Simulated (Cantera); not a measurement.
A closed system holds: 1 mol Si, 0.011 mol O2, 3 mol N2, at 0.000170 bar.

Cantera equilibrium calculation (NASA polynomials, part measured and part estimated; ideal gas, pure solids and liquids). Candidate condensed phases: Si, SiO2, Si2N2O, Si3N4; 16 gas species. N2 is the only nitrogen source here; it is nearly inert below about 1500 K, so the nitride shown seldom forms there in practice. Mutual solubility and eutectic melting of coexisting phases are not modelled. Rates play no part. All values below are at 1150 K.

Base state: N2 1.00 (mole fractions); condensed: Si2N2O(s) + Si3N4(s).

Task: What changes in the equilibrium state with this change: Si replaced by SiC?

Result: 
| species | before | after |
|---|---|---|
| N2 | 1.00 | 1.000 |
| Si2N2O(s), mol | 0.0220 | 0.0220 |
| Si3N4(s), mol | 0.319 | 0.319 |
| C(graphite), mol | 0 | 1.000 |
Further candidate phases: C, SiC.
